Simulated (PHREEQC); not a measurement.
Consider water at 20 °C with 0.02 mol HF, 0.00044 mol H2SiF6 and 0.00089 mol HBF4 per kg of water. It is in equilibrium with CO2 at log p = -3.4 (atm). Otherwise closed; pH follows from the charge balance.

Equilibrium calculation in PHREEQC: ion-association model, phreeqc.dat.

Precipitation was switched off in this run.

### Question
What pH, ionic strength does the model give?

### Answer
pH 2.34; ionic strength 0.00530 mol/kgw.

### Question
In which forms is B present?

### Answer
BF4- 98 %, BF3OH- 2.0 % of the B.

SiF6-2 is the database's only silicon fluoride. Real BF4- forms and hydrolyses slowly; the run takes it at equilibrium.
